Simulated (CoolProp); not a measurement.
Values from CoolProp's reference Helmholtz-energy equation of state, de Vries 1995.

Q: For R124, give the phase and the Z, cp (kJ/(kg K)), cv (kJ/(kg K)), speed of sound (m/s) at 18.05 °C and 1800 kPa.

A: 
- 18.05 °C and 1800 kPa: liquid; Z 0.0732, cp 1.11, cv 0.756, speed of sound 566
